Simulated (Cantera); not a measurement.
# LiCl + O₂ + H₂ (halide evaporation, hydrolysis and transport)

Input: 1 mol LiCl, a varied amount of O₂, 0.15 mol H₂, at 31000 Pa.

Cantera equilibrium calculation (NASA polynomials, part measured and part estimated; ideal gas, pure solids and liquids). Candidate condensed phases: H₂O, Li, LiCl, LiH, LiOH, Li₂O; 25 gas species. Rates play no part.

Stable condensed phases:

```
T in °C \ n(O₂) in mol
         0.26 0.86  1.4    2  2.6  3.2  3.8  4.4
   1752     A    A    A    A    A    A    A    A
   1702     A    A    A    A    A    A    A    A
   1652     A    A    A    A    A    A    A    A
   1602     A    A    A    A    A    A    A    A
   1552     A    A    A    A    A    A    A    A
   1502     A    A    A    A    A    A    A    A
   1452     A    A    A    A    A    A    A    A
   1402     A    A    A    A    A    A    A    A
   1352     A    A    A    A    A    A    A    A
   1302     A    A    A    A    A    A    A    A
   1252     A    A    A    A    A    A    A    A
   1202     A    A    A    A    A    A    A    A
   1152     B    A    A    A    A    A    A    A
   1102     B    B    B    A    A    A    A    A
```

A: gas only; B: LiCl.
